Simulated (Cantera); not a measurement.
Feed: 1 mol C2H6, 0.76 mol H2O, equilibrated at 2352 °C and 190 Pa.

Equilibrium computed with Cantera from the NASA thermochemical tables; the gas is ideal and each condensed phase is pure. Candidate condensed phases: C, C6H6, C7H8, C8H18, H2O; 110 gas species. Equilibrium is a limit: real reactors are often held back by kinetics, nucleation or transport.

Base state: H 0.550, H2 0.319, CO 0.121, C2H2 (acetylene) 0.00570, C3 0.00166, C2H 0.000908, C 0.000450, C2 0.000157 (mole fractions); condensed: C(graphite).

### Question
What changes in the equilibrium state with this change: temperature from 2352 °C to 2050 °C?

### Answer
```tsv
species	before	after
H2	0.319	0.645
H	0.550	0.201
CO	0.121	0.151
C2	0.000157	1.20e-6
C3	0.00166	1.34e-5
C(graphite), mol	1.12	1.21
```

### Question
What changes in the equilibrium state with this change: temperature from 2352 °C to 2325 °C?

### Answer
```tsv
species	before	after
H	0.550	0.517
H2	0.319	0.351
CO	0.121	0.124
C2	0.000157	0.000106
C3	0.00166	0.00113
C	0.000450	0.000320
CH	1.01e-5	7.98e-6
C(graphite), mol	1.12	1.14
```
